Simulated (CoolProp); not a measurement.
Isobutane along the isotherm 280.8 K: density (kg/m³) from the reference equation and from simpler models built on Tc = 407.8 K, pc = 3.629 MPa, ω = 0.184; each cubic takes its own stable root.

The numbers come from the reference Helmholtz-energy equation of state, Bücker 2006 in CoolProp.

```csv
p (MPa),phase,reference
0.111,gas,2.865
0.252,liquid,571.8
0.573,liquid,572.3
1.3,liquid,573.5
2.97,liquid,576.2
6.76,liquid,582.0
15.4,liquid,593.3
35,liquid,613.8
```

Question: How far does each simpler model (van der Waals, Redlich-Kwong) lie from the reference over these 8 states: mean and median of the absolute difference, and the worst?

Answer: 
- van der Waals: mean 46.4 %, median 35.6 %, worst -98.8 % at 280.8 K and 0.252 MPa
- Redlich-Kwong: mean 17.9 %, median 7.8 %, worst -98.8 % at 280.8 K and 0.252 MPa

At some of these states van der Waals, Redlich-Kwong gives the other phase, because its saturation line lies elsewhere.
